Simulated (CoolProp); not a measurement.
Properties of n-octane along the isotherm 511.4 K (Tc = 568.7 K, pc = 2.484 MPa, ω = 0.398).

Computed with CoolProp (reference Helmholtz-energy equation of state, Beckmüller 2019).

| p (MPa) | phase | Z | cv (kJ/(kg K)) | speed of sound (m/s) | expansivity (1/kK) | Prandtl number | fugacity coefficient |
|---|---|---|---|---|---|---|---|
| 0.103 | gas | 0.9777 | 2.486 | 191.7 | 2.117 | 0.761 | 0.9782 |
| 0.207 | gas | 0.9545 | 2.494 | … | 2.303 | 0.760 | 0.9562 |
| 0.31 | gas | 0.9305 | 2.502 | 182.9 | 2.516 | 0.761 | 0.9346 |
| 0.414 | gas | 0.9053 | 2.511 | 178.0 | 2.768 | 0.764 | 0.9129 |
| 0.517 | gas | 0.8792 | 2.521 | 173.0 | 3.065 | 0.768 | 0.8914 |
| 0.621 | gas | 0.8514 | 2.531 | 167.5 | 3.428 | 0.775 | 0.8697 |
| 0.724 | gas | 0.8222 | 2.543 | 161.6 | 3.874 | 0.785 | … |
| 0.828 | gas | 0.7906 | … | 155.1 | 4.451 | 0.800 | 0.8266 |
| 0.931 | gas | 0.7566 | 2.571 | 147.9 | 5.214 | 0.819 | 0.8050 |
| 1.03 | gas | … | 2.587 | 140.0 | 6.246 | 0.847 | 0.7841 |
| 1.14 | liquid | 0.06425 | 2.611 | 352.2 | 3.829 | 3.94 | 0.7307 |
| 1.24 | liquid | … | 2.610 | 356.1 | 3.760 | 3.94 | 0.6756 |

Task: Complete the blanks.

Result: 
- 0.207, speed of sound (m/s): 187.4
- 0.724, fugacity coefficient: 0.8483
- 0.828, cv (kJ/(kg K)): 2.556
- 1.03, Z: 0.7206
- 1.24, Z: 0.06974

Viscosity comes from a separate model (Huber 2004). Thermal conductivity comes from a separate model (Huber 2005).
